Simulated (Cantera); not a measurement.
A perfectly stirred reactor is fed with 0.297 % CO, 0.553 % O₂, 0.316 % H₂O, 98.8 % N₂, equivalence ratio 0.27, at 550000 Pa; it is held at 1200 K, and followed from long to short residence time.

Model: GRI-Mech 3.0 (53 species, 325 reactions), integrated in Cantera.

**Question.** Predict: x(CO) at τ = 0.860 s; x(O₂) at τ = 0.860 s; x(H₂O) at τ = 0.860 s; x(H₂) at τ = 0.860 s; x(H) at τ = 0.860 s; x(CO) at τ = 77.0 ms; x(O₂) at τ = 77.0 ms; x(H₂O) at τ = 77.0 ms; x(H₂) at τ = 77.0 ms; x(H) at τ = 77.0 ms.

**Answer.** x(CO) at τ = 0.860 s: 0.000202
x(O₂) at τ = 0.860 s: 0.00416
x(H₂O) at τ = 0.860 s: 0.00316
x(H₂) at τ = 0.860 s: 1.20e-6
x(H) at τ = 0.860 s: 3.81e-8
x(CO) at τ = 77.0 ms: 0.000998
x(O₂) at τ = 77.0 ms: 0.00456
x(H₂O) at τ = 77.0 ms: 0.00316
x(H₂) at τ = 77.0 ms: 5.98e-6
x(H) at τ = 77.0 ms: 2.43e-7
